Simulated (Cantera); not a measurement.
Feed: 1 mol FeS2, 0.12 mol O2, 2.2 mol CO2, held at 1500 K and 0.0730 bar.

Method: chemical equilibrium by Gibbs-energy minimisation in Cantera with the NASA 1993 tables (ideal gas, pure condensed phases). Candidate condensed phases: C, Fe, Fe(CO)5, FeO, FeS, FeSO4, FeS2, Fe2O3, Fe2(SO4)3, Fe3O4, S; 25 gas species. FeS: taken at fixed stoichiometry. Equilibrium is a limit: real reactors are often held back by kinetics, nucleation or transport.

Base state: CO2 0.561, CO 0.195, SO2 0.138, S2 0.0991, SO 0.00344, COS 0.00201, S2O 0.00170, S 4.74e-5 (mole fractions); condensed: FeS(l).

Task: What changes in the equilibrium state with this change: O2 from 0.12 to 0.5 mol?

Result: 
```
species       before    after
-----------  -------  -------
CO2            0.561    0.539
SO2            0.138    0.193
CO             0.195    0.159
S2            0.0991    0.101
COS          0.00201  0.00165
S2O          0.00170  0.00204
FeS(l), mol     1.00    0.729
FeO(s), mol        0    0.271
```
Metal and sulfide melt together well below either melting point, which pure phases cannot show. Mutual solubility and eutectic melting of coexisting phases are not modelled. The tables' stoichiometric FeO is somewhat more stable than real wüstite, so its field is too wide. FeO, FeS: taken at fixed stoichiometry.
